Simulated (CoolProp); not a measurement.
Vapour-liquid equilibrium of CH2F2 (R32) (1) + R227EA (2) at 184 kPa; x and y are mole fractions of (1).

Values from CoolProp's multi-fluid Helmholtz-energy mixture model, Tillner-Roth 1997 and Lemmon 2016; pair parameters Bell 2016.

| x | bubble temperature, mixture model (K) | bubble temperature, Raoult's law (K) | y, mixture model | y, Raoult's law |
|---|---|---|---|---|
| 0.05 | 267.0 | 267.6 | 0.194 | 0.184 |
| 0.15 | 258.9 | 261.0 | 0.469 | 0.441 |
| 0.25 | 252.6 | 255.7 | 0.637 | 0.606 |
| 0.35 | 247.9 | 251.3 | 0.740 | 0.720 |
| 0.45 | 244.4 | 247.6 | 0.807 | 0.800 |
| 0.55 | 241.7 | 244.4 | 0.854 | 0.860 |
| 0.65 | 239.5 | 241.6 | 0.890 | 0.905 |
| 0.75 | 237.8 | 239.1 | 0.920 | 0.940 |
| 0.85 | 236.2 | 236.9 | 0.950 | 0.968 |
| 0.95 | 234.7 | 234.9 | 0.982 | 0.990 |

The largest gap from Raoult's law is -3.4 K in bubble temperature, at x = 0.35. No azeotrope shows between x = 0.05 and 0.95.

Pair parameters are fitted to limited data, so mixtures are less certain than the pure fluids.
